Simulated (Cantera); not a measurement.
A perfectly stirred reactor is fed with NO : N₂ = 1 : 0.47 (molar parts), at 1.88 atm; it is held at 2175 K, and followed from long to short residence time.

Model: GRI-Mech 3.0 (53 species, 325 reactions), integrated in Cantera.

x: mole fraction; the columns are a selection and need not sum to one.

| τ (s) | x NO | x O₂ | x NO₂ | x N₂ | x O | x N₂O |
|---|---|---|---|---|---|---|
| 1.1 | 0.0737 | 0.303 | 0.000161 | 0.623 | 0.000927 | 3.34e-6 |
| 0.47 | 0.124 | 0.277 | 0.000259 | 0.597 | 0.000890 | 8.00e-6 |
| 0.20 | 0.208 | 0.235 | 0.000402 | 0.555 | 0.000825 | 2.14e-5 |
| 0.085 | 0.329 | 0.175 | 0.000551 | 0.495 | 0.000721 | 5.30e-5 |
| 0.036 | 0.461 | 0.109 | 0.000622 | 0.429 | 0.000585 | 0.000106 |
| 0.015 | (withheld) | (withheld) | 0.000576 | (withheld) | (withheld) | (withheld) |
| 0.0066 | 0.627 | (withheld) | (withheld) | 0.346 | (withheld) | (withheld) |
| 0.0028 | 0.657 | 0.0111 | 0.000401 | 0.331 | 0.000278 | 0.000222 |

Question: Some entries are withheld; supply them.

Answer: 
- 0.015, x NO: 0.568
- 0.015, x O₂: 0.0555
- 0.015, x N₂: 0.376
- 0.015, x O: 0.000447
- 0.015, x N₂O: 0.000164
- 0.0066, x O₂: 0.0261
- 0.0066, x NO₂: 0.000484
- 0.0066, x O: 0.000346
- 0.0066, x N₂O: 0.000203
